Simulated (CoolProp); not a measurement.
Propane at 293.15 K and 14.8 MPa flows at 0.21 m/s in a round tube of 4.6 mm bore and 1.5 µm roughness, fully developed (64/Re and Nu = 3.66 if laminar; Colebrook and Gnielinski if turbulent). Each further row changes one setting.

Model: reference Helmholtz-energy equation of state, Lemmon 2009, in CoolProp.

```json
[
 {"case": "as stated", "Reynolds number": "4050", "Darcy friction factor": "0.0401", "pressure drop (Pa/m)": "102", "heat-transfer coefficient (W/(m² K))": "541", "mass flow (kg/h)": "6.66"},
 {"case": "velocity 0.42 m/s", "Reynolds number": "8100", "Darcy friction factor": "0.0331", "pressure drop (Pa/m)": "337", "heat-transfer coefficient (W/(m² K))": "1090", "mass flow (kg/h)": "13.3"},
 {"case": "diameter 9.2 mm", "Reynolds number": "8100", "Darcy friction factor": "0.0329", "pressure drop (Pa/m)": "41.8", "heat-transfer coefficient (W/(m² K))": "541", "mass flow (kg/h)": "26.6"}
]
```

Viscosity comes from a separate model (Vogel 1998). Thermal conductivity comes from a separate model (Marsh 2002).
